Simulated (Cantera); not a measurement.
Input: 1 mol LiOH, 0.046 mol H2O, equilibrated at 0.0110 bar.

These are equilibrium values from Cantera (NASA tables, ideal gas, pure condensed phases), not measurements of a reactor. Candidate condensed phases: H2O, Li, LiH, LiOH, Li2O; 17 gas species. Kinetics and transport are ignored.

### Question
At 2100 K, list the 6 most abundant gas species with their mole fractions, and the condensed phases.

### Answer
LiOH 0.704, H2O 0.116, Li 0.108, Li2O 0.0286, O2 0.0260, OH 0.00644. Condensed: gas only.
